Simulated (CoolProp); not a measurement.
A single-stage vapour-compression cycle with the fluid: evaporating at 218.15 K (dew point), condensing at 272.15 K (bubble point), superheat 0 K, subcooling 0 K, compressor efficiency 0.85, no pressure losses. The same conditions are run with several fluids, on thermodynamics alone (safety and materials aside).

Values from CoolProp's reference Helmholtz-energy equation of state of each fluid (R115: Lemmon 2016; ethylene: Smukala 2000; R134a: Tillner-Roth 1994; ethane: Bücker 2006; R125: Lemmon 2005; R410A: Lemmon 2003). Blends and air are pseudo-pure fits.

### Question
Rank R115, ethylene, R134a, ethane, R125, R410A by cooling COP, highest first.

### Answer
R134a (2.75), R410A (2.69), R125 (2.54), R115 (2.50), ethane (2.39), ethylene (1.97)

| fluid | pressure ratio | discharge temperature (K) | refrigerating effect (kJ/kg) | volumetric capacity (kJ/m³) |
|---|---|---|---|---|
| R115 | 9.06 | 274.9 | 79.3 | 326 |
| ethylene | 4.46 | 319.4 | 218 | 3580 |
| R134a | 12.9 | 302.2 | 166 | 207 |
| ethane | 5.07 | 309.1 | 279 | 2350 |
| R125 | 9.12 | 285.9 | 105 | 511 |
| R410A | 9.24 | 323.0 | 199 | 696 |
